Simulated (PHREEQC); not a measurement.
A column of 1 m (40 cells, dispersivity 0.035 m, 3600 s a shift, diffusion coefficient 3e-10 m²/s) holds 0.004 eq of the database's cation exchanger X per kg of pore water, first in equilibrium with 0.003 mol BaCl2, 0.078 mol SrCl2 and 1e-05 mol HCl per kg of water. It is flushed with 0.0015 mol MnCl2, 0.0009 mol CaCl2 and 1e-05 mol HCl per kg of water, at 25 °C. Values are for the last cell. The system is closed to CO2. Precipitation was switched off in this run.

Computed with PHREEQC (ion-association model, phreeqc.dat).

```tsv
pore volumes	Mn in solution (mol/kgw)	Ca in solution (mol/kgw)	Ba in solution (mol/kgw)	Sr in solution (mol/kgw)	Cl in solution (mol/kgw)	CaX2 on the exchanger (mol/kgw)	BaX2 on the exchanger (mol/kgw)
0	0	0	0.00300	0.0780	0.162	0	7.41e-5
0.2625	1.19e-11	5.13e-12	0.00300	0.0780	0.162	9.83e-14	7.41e-5
0.3875	1.54e-7	7.58e-8	0.00300	0.0780	0.162	1.45e-9	7.41e-5
0.6375	7.20e-5	3.75e-5	0.00284	0.0737	0.153	7.59e-7	7.40e-5
0.7625	0.000236	0.000122	0.00245	0.0638	0.133	2.85e-6	7.39e-5
1.012	0.000667	0.000322	0.00130	0.0338	0.0722	1.40e-5	7.30e-5
1.137	0.000788	0.000359	0.000824	0.0214	0.0468	2.44e-5	7.22e-5
1.387	0.000815	0.000321	0.000290	0.00755	0.0180	5.93e-5	6.91e-5
1.512	0.000792	0.000290	0.000175	0.00455	0.0116	8.55e-5	6.65e-5
1.762	0.000812	0.000272	7.91e-5	0.00206	0.00645	0.000158	5.92e-5
1.887	0.000868	0.000291	6.03e-5	0.00157	0.00558	0.000205	5.48e-5
2.138	0.00102	0.000364	4.05e-5	0.00105	0.00497	0.000316	4.53e-5
2.263	0.00110	0.000411	3.42e-5	0.000890	0.00488	0.000379	4.06e-5
2.513	0.00123	0.000508	2.48e-5	0.000644	0.00482	0.000507	3.18e-5
2.638	0.00128	0.000555	2.10e-5	0.000546	0.00482	0.000570	2.78e-5
2.888	0.00136	0.000640	1.50e-5	0.000389	0.00481	0.000687	2.07e-5
3.013	0.00138	0.000677	1.26e-5	0.000326	0.00481	0.000740	1.77e-5
3.263	0.00143	0.000740	8.69e-6	0.000226	0.00481	0.000832	1.26e-5
3.388	0.00144	0.000766	7.17e-6	0.000187	0.00481	0.000870	1.05e-5
3.638	0.00146	0.000808	4.81e-6	0.000125	0.00481	0.000933	7.16e-6
3.763	0.00147	0.000825	3.91e-6	0.000102	0.00481	0.000958	5.85e-6
4.013	0.00148	0.000850	2.54e-6	6.61e-5	0.00481	0.000997	3.84e-6
```
